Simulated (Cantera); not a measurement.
**Hydrocarbon pyrolysis for carbon deposition**

An isothermal, constant-pressure homogeneous reactor starts with 7.14 % C2H6, 92.9 % N2, at 1550 K and 0.00110 bar.

Model: GRI-Mech 3.0 (53 species, 325 reactions), integrated in Cantera. GRI-Mech 3.0 stops at C3 and has no aromatics, soot or wall deposition, so with more carbon than oxygen in the feed, carbon stays in small species such as C2H2 where larger ones or solid carbon would form. Radical loss at walls, strong at low pressure, is not modelled.

```tsv
t (s)	x C2H6	x C2H2	x C2H4	x H2	x CH4
3.00e-5	0.0714	<1e-12	1.10e-9	1.86e-9	4.87e-8
7.44e-5	0.0713	<1e-12	1.31e-8	1.19e-8	2.99e-7
0.000185	0.0712	2.23e-12	1.74e-7	1.07e-7	1.83e-6
0.000458	0.0708	8.37e-11	2.49e-6	1.71e-6	1.12e-5
0.00114	0.0699	4.73e-9	3.87e-5	3.47e-5	6.76e-5
0.00282	0.0669	7.19e-7	0.000634	0.000627	0.000393
0.00698	0.0551	9.34e-5	0.00645	0.00614	0.00217
0.0173	0.0235	0.00299	0.0257	0.0272	0.0105
0.0430	0.00112	0.0223	0.0271	0.0609	0.0219
0.107	3.20e-5	0.0398	0.0130	0.0817	0.0215
0.264	7.48e-6	0.0481	0.00538	0.0914	0.0202
0.655	3.12e-6	0.0524	0.00159	0.0969	0.0190
1.63	1.64e-6	0.0543	0.000361	0.100	0.0176
4.03	9.41e-7	0.0553	0.000160	0.103	0.0157
10.0	5.83e-7	0.0566	9.67e-5	0.107	0.0130
```
x: mole fraction; the columns are a selection and need not sum to one.

Equilibrium at this temperature and pressure: C2H6 <1e-12, C2H2 0.0259, C2H4 6.18e-7, H2 0.125, CH4 3.92e-6 (gas phase only).
